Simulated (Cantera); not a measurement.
A Cantera script and what it prints.

```python
import numpy as np
import cantera as ct

gas_names = """
    N NO NO2 NO3 N2 N2O O O2 O3 Si SiN SiO SiO2 Si2 Si2N Si3
""".split()
cond_names = """
    Si(cr) Si(L) SiO2(Lqz) SiO2(hqz) SiO2(L) Si2N2O(s) Si3N4(a)
""".split()


# ... load() reads the species with a 1 bar reference pressure and builds the phases ...
atoms = {
    'SiO2': {'Si': 1, 'O': 2},
    'N2': {'N': 2},
}
top_T = {'Si2N2O(s)': 2100, 'Si3N4(a)': 2400}  # K; cautious upper limits of use, not melting points


# ... equilibrate(T, P, feed) seeds the gas with the atoms and calls Mixture.equilibrate('TP', solver="vcs", rtol=1e-11, max_steps=5000) ...
results = []
feed = {'SiO2': 1, 'N2': 0.057}  # mol
T = 2048  # K
P = 13332.2  # Pa
mix = equilibrate(T, P, feed)
results.append((T, P, feed, dict(zip(mix.species_names, mix.species_moles))))
x = sorted(zip(gas.X, gas.species_names), reverse=True)
print(f"T = {T:g} K  P = {P:g} Pa  gas = {mix.phase_moles(0):.4g} mol")
print("   x: " + "  ".join(f"{s} {v:.3e}" for v, s in x if v > 1e-05))
print("   condensed (mol): " + ("  ".join(f"{mix.phase(i).name} {mix.phase_moles(i):.4g}"
      for i in range(1, mix.n_phases) if mix.phase_moles(i) > 1e-12) or "none"))
```

Result:

```
T = 2048 K  P = 13332.2 Pa  gas = 0.05702 mol
   x: N2 9.996e-01  SiO 2.130e-04  NO 1.270e-04  O2 3.519e-05  O 1.558e-05
   condensed (mol): SiO2(L) 1
```

Equilibrium computed with Cantera from the NASA thermochemical tables; the gas is ideal and each condensed phase is pure. The tables hold silica as quartz up to 1696 K and as liquid above; real silica turns to tridymite and cristobalite and melts near 1996 K.
